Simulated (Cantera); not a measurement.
A closed system holds: 1 mol CaF2, 0.15 mol O2, 250 mol N2, held at 750 Torr.

Equilibrium computed with Cantera from the NASA thermochemical tables; the gas is ideal and each condensed phase is pure. Candidate condensed phases: Ca, CaF2, CaO; 22 gas species. The numbers say what is thermodynamically allowed, not how fast it happens.

x: gas mole fraction; n: condensed amount in mol.

```
T (K)   x N2      x O2    x CaF2      x NO       x O       x F     x CaF  n CaF2(s)  n CaF2(l)
-----  -----  --------  --------  --------  --------  --------  --------  ---------  ---------
1123   0.999  0.000597  3.30e-11   6.26e-6  1.07e-10    <1e-12    <1e-12       1.00          0
1223   0.999  0.000593       ___       ___       ___  1.01e-12    <1e-12       1.00          0
1323   0.999  0.000586   2.80e-8   2.73e-5   6.44e-9  1.60e-11    <1e-12      1.000          0
1423   0.999  0.000575   3.84e-7   4.85e-5   3.23e-8  1.71e-10    <1e-12      1.000          0
1523   0.999  0.000560       ___       ___       ___       ___       ___      0.999          0
1623   0.999  0.000539   2.39e-5  0.000122   4.41e-7   7.57e-9  3.62e-10      0.994          0
1723   0.999  0.000511  0.000121  0.000176   1.29e-6   3.48e-8   5.13e-9          0      0.970
1823   0.999  0.000477  0.000466  0.000241   3.30e-6   1.29e-7   5.19e-8          0      0.883
```

Question: Fill in the missing entries.

Answer: 
- 1223, x CaF2: 1.29e-9
- 1223, x NO: 1.39e-5
- 1223, x O: 9.84e-10
- 1523, x CaF2: 3.53e-6
- 1523, x NO: 7.95e-5
- 1523, x O: 1.31e-7
- 1523, x F: 1.30e-9
- 1523, x CaF: 1.73e-11
